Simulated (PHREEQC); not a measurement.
Solution (25 °C): 0.0042 mol Cu(NO3)2, 0.00017 mol HNO3 and 0.0005 mol FeCl3 per kg of water. Closed to the air; pH follows from the charge balance.

All values are PHREEQC results (ion-association model, phreeqc.dat), not measurements.

This is a speciation only: nothing precipitates in the calculation.

Estimate the pH.

pH 3.18.

In which forms is Fe present?

FeOH+2 64 %, Fe(OH)2+ 22 %, Fe+3 10 %, Fe2(OH)2+4 3.0 % of the Fe.

Saturation is exceeded, for instance for Hematite (slow to form), Goethite (slow to form); the values hold only as long as no solid forms.
